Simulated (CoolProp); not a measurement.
Vapour-liquid equilibrium of propylene (1) + dimethyl ether (2) at 200.6 K; x and y are mole fractions of (1).

Values from CoolProp's multi-fluid Helmholtz-energy mixture model, Lemmon 2013 and Wu 2011; pair parameters Bell 2016.

Question: Give the bubble pressure and the first vapour's composition at x = 0.05, 0.35, 0.8. Is there an azeotrope?

Answer: x = 0.05: 0.008577 MPa, y = 0.220; x = 0.35: 0.01625 MPa, y = 0.706; x = 0.8: 0.02441 MPa, y = 0.925. No azeotrope shows between x = 0.05 and 0.95.

Pair parameters are fitted to limited data, so mixtures are less certain than the pure fluids.
